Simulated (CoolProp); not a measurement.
A simple Rankine cycle with n-hexane: condensing at 308.15 K, boiler at 0.749 MPa, turbine inlet 462.9 K, turbine efficiency 0.85, pump efficiency 0.6, no recuperator. Each further row changes one setting.

Model: reference Helmholtz-energy equation of state, Thol 2019, in CoolProp.

```csv
case,thermal efficiency (%),net work (kJ/kg),heat in (kJ/kg),turbine exit temperature (K),volume ratio over the turbine
as stated,16.1,106,657,407.0,24.6
turbine inlet 482.9 K,15.7,112,708,427.5,24.2
condensing temperature 300.15 K,17.2,116,675,401.9,33.9
boiler pressure 0.524 MPa,14.5,96.4,665,414.7,16.7
turbine efficiency 0.75,14.1,92.9,657,412.9,25.0
```
